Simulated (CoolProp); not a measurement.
Saturation properties of CF4 (R14) (Tc = 227.4 K, pc = 3762 kPa, ω = 0.178).

Model: reference Helmholtz-energy equation of state, Platzer 1990, in CoolProp. This equation is an older, rougher fit; its heat capacities, sound speeds and derivatives of the liquid may be far off and weren't checked against measurements.

| T (K) | p (kPa) | liquid density (kg/m³) | enthalpy of vaporisation (kJ/kg) | vapour Z | vapour viscosity (µPa s) |
|---|---|---|---|---|---|
| 154.1 | 183.1 | (withheld) | 129.3 | 0.9454 | 9.37 |
| 162.5 | 298.0 | 1506 | 124.0 | 0.9215 | 10.0 |
| 170.8 | 458.3 | 1456 | 118.2 | 0.8921 | (withheld) |
| 179.2 | 678.5 | 1402 | (withheld) | 0.8559 | 11.4 |
| 187.5 | 964.8 | 1344 | 104.0 | (withheld) | 12.2 |
| 195.8 | 1332 | 1279 | 95.22 | 0.7624 | 13.2 |
| 204.2 | 1799 | 1204 | 84.57 | (withheld) | 14.4 |
| 212.5 | 2372 | 1112 | 71.20 | 0.6240 | 16.1 |

What belongs in the gaps?


- 154.1, liquid density (kg/m³): 1554
- 170.8, vapour viscosity (µPa s): 10.7
- 179.2, enthalpy of vaporisation (kJ/kg): 111.5
- 187.5, vapour Z: 0.8132
- 204.2, vapour Z: 0.7004

It boils at 145.1 K under 1 atm.

Viscosity comes from a separate model (Huber 2003), an estimate that may be off by 10 % or more.
